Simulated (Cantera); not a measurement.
# Equilibrium for oxide etching and cleaning by halides: SiO2 + Cl2 + N2

A closed system holds: 1 mol SiO2, 1.3 mol Cl2, 3.8 mol N2, held at 0.133 bar.

Method: chemical equilibrium by Gibbs-energy minimisation in Cantera with the NASA 1993 tables (ideal gas, pure condensed phases). Candidate condensed phases: Si, SiO2, Si2N2O, Si3N4; 23 gas species. The tables hold silica as quartz up to 1696 K and as liquid above; real silica turns to tridymite and cristobalite and melts near 1996 K. The numbers say what is thermodynamically allowed, not how fast it happens.

```
T (K)   x N2  x Cl2      x Cl   x SiCl4      x O2     x NO  n SiO2(α-quartz)  n SiO2(β-quartz)
-----  -----  -----  --------  --------  --------  -------  ----------------  ----------------
825    0.745  0.255   2.27e-5   6.91e-8   6.81e-8  1.68e-9              1.00                 0
925    0.745  0.255  0.000160   4.83e-7   4.72e-7  1.87e-8                 0             1.000
1025   0.745  0.254  0.000773   2.31e-6   2.23e-6  1.30e-7                 0             1.000
1125   0.744  0.253   0.00283   8.31e-6   7.93e-6  6.34e-7                 0             1.000
1225   0.742  0.250   0.00835   2.41e-5   2.26e-5  2.38e-6                 0             1.000
1325   0.737  0.242    0.0208   5.83e-5   5.38e-5  7.19e-6                 0             1.000
1425   0.728  0.227    0.0448  0.000120  0.000109  1.82e-5                 0             0.999
```
x: gas mole fraction; n: condensed amount in mol.

At 825 K the condensed part is SiO2(α-quartz). From 925 K to 1425 K the condensed part is SiO2(β-quartz). The main Si-bearing gas is SiCl4 throughout.
